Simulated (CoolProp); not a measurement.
Saturation properties of n-nonane.

Values from CoolProp's reference Helmholtz-energy equation of state, Lemmon 2006. It is a short technical equation, of lower accuracy than the large ones.

| T (°C) | p (MPa) | vapour density (kg/m³) | surface tension (mN/m) |
|---|---|---|---|
| 61.85 | 0.004345 | 0.2012 | 18.9 |
| 64.95 | 0.005022 | 0.2306 | 18.6 |
| 68.05 | 0.005786 | 0.2635 | 18.4 |
| 71.15 | 0.006645 | 0.3001 | 18.1 |
| 74.25 | 0.007608 | 0.3409 | 17.8 |
| 77.35 | 0.008685 | 0.3861 | 17.5 |
| 80.45 | 0.009886 | 0.4360 | 17.2 |
| 83.55 | 0.01122 | 0.4912 | 17.0 |
| 86.65 | 0.01270 | 0.5519 | 16.7 |
| 89.75 | 0.01435 | 0.6186 | 16.4 |
| 92.95 | 0.01622 | 0.6942 | 16.1 |
| 96.05 | 0.01822 | 0.7744 | 15.8 |
| 99.15 | 0.02042 | 0.8620 | 15.6 |
| 102.25 | 0.02283 | 0.9574 | 15.3 |
| 105.35 | 0.02547 | 1.061 | 15.0 |

It boils at 150.8 °C under 1 atm.

Surface tension comes from a separate correlation (Mulero 2012).
